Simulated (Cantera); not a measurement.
## SiO2 + BCl3 + N2 + Cl2 (oxide etching and cleaning by halides)

Input: 1 mol SiO2, 3.8 mol BCl3, 3.4 mol N2, 3.5 mol Cl2, at 1698.15 K and 0.490 bar.

Cantera equilibrium calculation (NASA polynomials, part measured and part estimated; ideal gas, pure solids and liquids). Candidate condensed phases: B, BN, B2O3, Si, SiO2, Si2N2O, Si3N4; 36 gas species. The tables' values for BOCl, SiCl3 are old estimates; treat these amounts as uncertain. The tables hold silica as quartz up to 1696 K and as liquid above; real silica turns to tridymite and cristobalite and melts near 1996 K. Rates play no part.

```json
{
  "x(N2)": "0.300",
  "x(Cl2)": "0.242",
  "x(BCl3)": "0.196",
  "x(Cl)": "0.134",
  "x(SiCl4)": "0.0699",
  "x(B3O3Cl3)": "0.0394",
  "x(BOCl)": "0.0193",
  "x(B2O3)": "0.000832",
  "x(SiCl3)": "7.49e-5",
  "n(SiO2(condensed))": "0.205 mol",
  "gas_amount": "11.35 mol",
  "log10 activity of B(s) (absent)": "-9.37",
  "log10 activity of Si(l) (absent)": "-13.19"
}
```
